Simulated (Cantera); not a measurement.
A perfectly stirred reactor is fed with 61.7 % NH₃, 38.3 % H₂, at 338 Torr; it is held at 1548 K, and followed from long to short residence time.

Cantera simulation using the gas-phase N/H chemistry of the illustrative SiF4/NH3 mechanism in the Surface Chemkin manual (1991); the numbers are that mechanism's predictions, not measurements. Walls and surfaces, which speed up NH3 decomposition in real reactors, are not modelled.

x: mole fraction; the columns are a selection and need not sum to one.

```tsv
τ (s)	x NH₃	x H₂	x H	x NH₂	x N
4.2	0.550	0.429	…	4.54e-5	3.01e-9
1.6	0.589	0.402	1.42e-5	4.78e-5	3.04e-9
0.57	0.607	0.390	1.37e-5	4.87e-5	3.03e-9
0.21	0.613	0.385	1.34e-5	4.88e-5	2.97e-9
0.077	0.616	0.384	1.30e-5	4.79e-5	2.79e-9
0.028	0.617	0.383	1.23e-5	4.52e-5	2.35e-9
0.010	0.617	0.383	…	3.81e-5	1.42e-9
0.0038	0.617	0.383	…	2.45e-5	3.84e-10
0.0014	0.617	0.383	…	1.06e-5	3.15e-11
0.00052	0.617	0.383	…	4.00e-6	1.72e-12
0.00019	0.617	0.383	…	1.46e-6	<1e-12
```

**Question.** Fill in the missing entries.

**Answer.** 
- 4.2, x H: 1.54e-5
- 0.010, x H: 1.03e-5
- 0.0038, x H: 6.62e-6
- 0.0014, x H: 2.86e-6
- 0.00052, x H: 1.08e-6
- 0.00019, x H: 3.97e-7
